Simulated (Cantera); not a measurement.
## Adiabatic ignition

An adiabatic, constant-pressure homogeneous reactor starts with 16.3 % H2, 12.0 % O2, 71.7 % N2, at 1350 K and 6080 Torr.

Cantera simulation using GRI-Mech 3.0 (53 species, 325 reactions); the numbers are that mechanism's predictions, not measurements. The hydrogen kinetics of GRI-Mech 3.0 are dated; newer H2 mechanisms differ, most at raised pressure.

| t (s) | T (K) | x H2 | x O2 | x NO | x HO2 | x O | x NO2 |
|---|---|---|---|---|---|---|---|
| 6.00e-6 | 2087 | 0.0172 | 0.0431 | 3.22e-5 | 6.87e-5 | 0.0119 | 3.49e-8 |
| 1.59e-5 | 2430 | 0.00288 | 0.0401 | 8.47e-5 | 1.07e-5 | 0.00159 | 1.20e-7 |
| 4.19e-5 | 2457 | 0.00148 | 0.0403 | 0.000124 | 8.21e-6 | 0.000837 | 1.44e-7 |
| 0.000111 | 2457 | 0.00146 | 0.0402 | 0.000211 | 8.17e-6 | 0.000828 | 2.44e-7 |
| 0.000293 | 2457 | 0.00146 | 0.0401 | 0.000437 | 8.15e-6 | 0.000825 | 5.05e-7 |
| 0.000775 | 2455 | 0.00146 | 0.0398 | 0.00101 | 8.08e-6 | 0.000817 | 1.17e-6 |
| 0.00205 | 2453 | 0.00145 | 0.0392 | 0.00238 | 7.92e-6 | 0.000800 | 2.73e-6 |
| 0.00541 | 2448 | 0.00144 | 0.0379 | 0.00499 | 7.63e-6 | 0.000767 | 5.66e-6 |
| 0.0143 | 2442 | 0.00142 | 0.0366 | 0.00775 | 7.33e-6 | 0.000733 | 8.69e-6 |
| 0.0378 | 2441 | 0.00142 | 0.0362 | 0.00853 | 7.24e-6 | 0.000723 | 9.53e-6 |
| 0.100 | 2441 | 0.00142 | 0.0362 | 0.00854 | 7.24e-6 | 0.000723 | 9.54e-6 |
x: mole fraction; the columns are a selection and need not sum to one.

- time of steepest temperature rise: 5.08 µs
- temperature at 0.100 s: 2441 K
- equilibrium temperature: 2441 K
- x(H2) at 0.100 s: 0.00142 (gas-phase equilibrium 0.00142)
- x(O2) at 0.100 s: 0.0362 (gas-phase equilibrium 0.0362)
- x(NO) at 0.100 s: 0.00854 (gas-phase equilibrium 0.00854)
